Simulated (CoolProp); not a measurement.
Neopentane at 394.92 K and 9.83 MPa is throttled through a valve to 2.06 MPa with no heat exchange. Each further row changes one setting.

Model: reference Helmholtz-energy equation of state, Lemmon 2006, in CoolProp. It is a short technical equation, of lower accuracy than the large ones.

```csv
case,temperature change (K),final phase,final density (kg/m³)
as stated,___,liquid,___
outlet pressure 0.618 MPa,-49.6,"two-phase, vapour fraction 0.522",___
outlet pressure 2.68 MPa,-1.6,liquid,___
```

**Question.** Complete the blanks.

**Answer.** 
- as stated, temperature change (K): -1.9
- as stated, final density (kg/m³): 452
- outlet pressure 0.618 MPa, final density (kg/m³): 34.3
- outlet pressure 2.68 MPa, final density (kg/m³): 457
